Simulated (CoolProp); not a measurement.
Vapour-liquid equilibrium of R143a (1) + n-butane (2) at -43.25 °C; x and y are mole fractions of (1).

Model: multi-fluid Helmholtz-energy mixture model, Lemmon and Jacobsen 2000 and Bücker 2006; pair parameters Bell 2016, in CoolProp.

```csv
x,bubble pressure (kPa),y at the bubble point,dew pressure at overall composition x (kPa),liquid density (mol/L)
0.05,43.95,0.689,14.76,11.19
0.15,78.11,0.834,16.48,11.37
0.25,93.25,0.867,18.65,11.56
0.35,99.78,0.879,21.47,11.76
0.45,102.9,0.885,25.30,11.99
0.55,105.1,0.890,30.76,12.23
0.65,107.5,0.898,39.21,12.51
0.75,110.8,0.910,53.93,12.81
0.85,115.0,0.932,84.95,13.15
0.95,119.7,0.971,117.5,13.54
```

No azeotrope shows between x = 0.05 and 0.95.

Pair parameters are fitted to limited data, so mixtures are less certain than the pure fluids. With so large a gap from Raoult's law the liquid may split in two, which this calculation doesn't test in full.
